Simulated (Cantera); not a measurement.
Cantera run:

```python
import numpy as np
import cantera as ct

gas_names = [...]  # 169 gases of nasa_gas.yaml made of C, H, N, O
cond_names = """
    C(gr) C6H6(L) C7H8(L) C8H18(L),n-octa H2O(s) H2O(L)
""".split()


# ... load() reads the species with a 1 bar reference pressure and builds the phases ...
atoms = {
    'CO': {'C': 1, 'O': 1},
    'H2': {'H': 2},
    'N2': {'N': 2},
    'O2': {'O': 2},
}
top_T = {'C(gr)': 4500}  # K; cautious upper limits of use, not melting points


# ... equilibrate(T, P, feed) seeds the gas with the atoms and calls Mixture.equilibrate('TP', solver="vcs", rtol=1e-11, max_steps=5000) ...
results = []
feed = {'CO': 1, 'H2': 15, 'N2': 0.18, 'O2': 0.19}  # mol
P = 100000  # Pa
for T in [2500, 3000, 3500, 4000, 4500, 5000]:
    mix = equilibrate(T, P, feed)
    results.append((T, P, feed, dict(zip(mix.species_names, mix.species_moles))))

top = {s: max(r[3][s] / sum(r[3][g] for g in gas_names) for r in results) for s in gas_names}
cols = sorted((s for s in top if top[s] > 1e-06), key=lambda s: -top[s])[:6]
seen = [c for c in cond_names if any(r[3].get(c, 0) > 1e-12 for r in results)]
print("log10 of partial pressures in bar; condensed amounts in mol")
print(f"{'T/K':>10s}" + "".join(f"{s[:9]:>10s}" for s in cols + seen))
for T, P, feed, n in results:
    ng = sum(n[g] for g in gas_names)
    print(f"{T:10.4g}" + "".join(f"{np.log10(max(n[s] / ng * P / 1e5, 1e-99)):10.3f}" for s in cols)
          + "".join(f"{n.get(c, 0):10.4g}" for c in seen))
```

It prints:

```
log10 of partial pressures in bar; condensed amounts in mol
       T/K         H        H2        CO       H2O         O        N2
      2500    -1.627    -0.055    -1.216    -1.642    -5.651    -1.959
      3000    -0.858    -0.112    -1.242    -1.693    -3.875    -1.986
      3500    -0.377    -0.297    -1.315    -1.935    -2.667    -2.061
      4000    -0.137    -0.678    -1.414    -2.686    -2.087    -2.167
      4500    -0.055    -1.187    -1.472    -3.803    -1.955    -2.245
      5000    -0.033    -1.682    -1.495    -4.857    -1.921    -2.333
```

Equilibrium computed with Cantera from the NASA thermochemical tables; the gas is ideal and each condensed phase is pure.
